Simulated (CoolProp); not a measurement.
Saturation properties of CHF3 (R23) (Tc = 299.3 K, pc = 4832 kPa, ω = 0.263).

Model: reference Helmholtz-energy equation of state, Penoncello 2003, in CoolProp.

```
T (K)  p (kPa)  vapour density (kg/m³)  liquid viscosity (µPa s)  liquid conductivity (mW/(m K))
-----  -------  ----------------------  ------------------------  ------------------------------
210.6    277.5                   12.08                       227                             119
216.1    355.6                   15.31                       210                             116
221.6    449.4                   19.20                       194                             112
227.1    560.9                   23.85                       180                             108
232.6    692.2                   29.37                       167                             105
238.1    845.5                   35.90                       155                             101
243.6     1023                   43.63                       144                            97.8
249       1223                   52.59                       134                            94.4
254.5     1455                   63.38                       124                            90.9
```

It boils at 191.1 K under 1 atm.

Viscosity comes from a separate model (Shan 2000). Thermal conductivity comes from a separate model (Shan 2000).
